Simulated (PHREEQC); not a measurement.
A PHREEQC input (ion-association model, phreeqc.dat):

```
SOLUTION 1
  temp 25
  units mg/kgw
  pH 6.68
  pe 9.4
  Na 32.3
  K 25.8
  Ca 46.3
  Mg 0.641
  Cl 0.776 charge
  Li 0.1 charge
  S(6) 45.3 as SO4
  Alkalinity 210 as HCO3
  Si 0.0496 as SiO2
END
USE solution 1
EQUILIBRIUM_PHASES 1
  Chalcedony 0 0
  Quartz 0 0.5
  CO2(g) -3.4 10
END
```

It stops with these messages:

```
ERROR: Charge balance specified for more than one species.
ERROR: Program terminating due to input errors.
```

The fault: two constituents marked charge. The line should read `Cl 0.776` where the input has `Cl 0.776 charge / Li 0.1 charge`. With the mend the run ends at pH 8.67 and ionic strength 0.00568 mol/kgw.
